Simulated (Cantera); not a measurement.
## Adiabatic ignition

An adiabatic, constant-pressure homogeneous reactor starts with C3H8 : O2 : N2 = 1 : 5.56 : 20.9 (molar parts), at 1075 K and 760 Torr.

Cantera simulation using GRI-Mech 3.0 (53 species, 325 reactions); the numbers are that mechanism's predictions, not measurements. GRI-Mech 3.0 was tuned for natural gas; its chemistry of propane as a main component is partial and can be far from experiment.

```tsv
t (s)	T (K)	x C3H8	x O2	x CH2CO	x H	x O
2.00e-6	1075	0.0364	0.202	<1e-12	5.43e-11	4.09e-12
6.07e-6	1075	0.0364	0.202	<1e-12	1.28e-10	1.33e-11
1.84e-5	1075	0.0364	0.202	<1e-12	1.56e-10	1.81e-11
5.58e-5	1075	0.0364	0.202	<1e-12	1.67e-10	2.36e-11
0.000169	1075	0.0364	0.202	<1e-12	2.46e-10	4.53e-11
0.000514	1075	0.0364	0.202	2.76e-11	8.50e-10	1.56e-10
0.00156	1075	0.0364	0.202	1.83e-9	2.47e-9	4.51e-10
0.00473	1075	0.0363	0.202	4.19e-8	2.62e-9	5.06e-10
0.0143	1075	0.0359	0.202	5.35e-7	3.37e-9	6.33e-10
0.0435	1076	0.0346	0.201	7.51e-6	7.46e-9	1.30e-9
0.132	2557	<1e-12	0.0263	<1e-12	0.00249	0.00309
0.400	2557	<1e-12	0.0262	<1e-12	0.00249	0.00308
```
x: mole fraction; the columns are a selection and need not sum to one.

```
Quantity                                                          Result
---------------------------------  -------------------------------------
time of steepest temperature rise                                97.9 ms
temperature at 0.400 s                                            2557 K
equilibrium temperature                                           2557 K
x(C3H8) at 0.400 s                 <1e-12 (gas-phase equilibrium <1e-12)
x(O2) at 0.400 s                   0.0262 (gas-phase equilibrium 0.0262)
x(CH2CO) at 0.400 s                <1e-12 (gas-phase equilibrium <1e-12)
```
